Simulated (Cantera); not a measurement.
An isothermal, constant-pressure homogeneous reactor starts with CH₄ : H₂O : H₂ = 1 : 1.9 : 0.44 (molar parts), at 1348 K and 280000 Pa. Integrator tolerance rtol = 1e-08.

Computed with Cantera and GRI-Mech 3.0 (53 species, 325 reactions).

Problem. What does this change do: H2O 1.9 to 0.35 parts?

Solution. 
```json
[
 {"quantity": "x(CH₄) at 8.00 s", "before": "0.211 (gas-phase equilibrium 8.54e-5)", "after": "0.422 (gas-phase equilibrium 0.250)"},
 {"quantity": "x(H₂O) at 8.00 s", "before": "0.530 (gas-phase equilibrium 0.149)", "after": "0.181 (gas-phase equilibrium 3.23e-5)"},
 {"quantity": "x(H₂) at 8.00 s", "before": "0.221 (gas-phase equilibrium 0.663)", "after": "0.348 (gas-phase equilibrium 0.606)"},
 {"quantity": "x(CH₂CO) at 8.00 s", "before": "5.87e-6 (gas-phase equilibrium 1.05e-10)", "after": "1.76e-6 (gas-phase equilibrium 2.79e-7)"},
 {"quantity": "x(HO₂) at 8.00 s", "before": "<1e-12 (gas-phase equilibrium <1e-12)", "after": "<1e-12 (gas-phase equilibrium <1e-12)"},
 {"quantity": "x(HCO) at 8.00 s", "before": "2.10e-11 (gas-phase equilibrium 1.68e-9)", "after": "1.14e-11 (gas-phase equilibrium 1.34e-9)"},
 {"quantity": "x(CH₂O) at 8.00 s", "before": "4.01e-7 (gas-phase equilibrium 1.44e-7)", "after": "9.97e-8 (gas-phase equilibrium 1.09e-7)"}
]
```
GRI-Mech 3.0 stops at C3 and has no aromatics, soot or wall deposition, so with more carbon than oxygen in the feed, carbon stays in small species such as C2H2 where larger ones or solid carbon would form.

Problem. What does this change do: temperature 1348 to 1500 K?

Solution. 
```json
[
 {"quantity": "x(CH₄) at 8.00 s", "before": "0.211 (gas-phase equilibrium 8.54e-5)", "after": "0.0947 (gas-phase equilibrium 1.09e-5)"},
 {"quantity": "x(H₂O) at 8.00 s", "before": "0.530 (gas-phase equilibrium 0.149)", "after": "0.324 (gas-phase equilibrium 0.153)"},
 {"quantity": "x(H₂) at 8.00 s", "before": "0.221 (gas-phase equilibrium 0.663)", "after": "0.465 (gas-phase equilibrium 0.660)"},
 {"quantity": "x(CH₂CO) at 8.00 s", "before": "5.87e-6 (gas-phase equilibrium 1.05e-10)", "after": "4.02e-6 (gas-phase equilibrium 5.33e-11)"},
 {"quantity": "x(HO₂) at 8.00 s", "before": "<1e-12 (gas-phase equilibrium <1e-12)", "after": "<1e-12 (gas-phase equilibrium <1e-12)"},
 {"quantity": "x(HCO) at 8.00 s", "before": "2.10e-11 (gas-phase equilibrium 1.68e-9)", "after": "2.49e-9 (gas-phase equilibrium 6.67e-9)"},
 {"quantity": "x(CH₂O) at 8.00 s", "before": "4.01e-7 (gas-phase equilibrium 1.44e-7)", "after": "3.14e-7 (gas-phase equilibrium 1.40e-7)"}
]
```
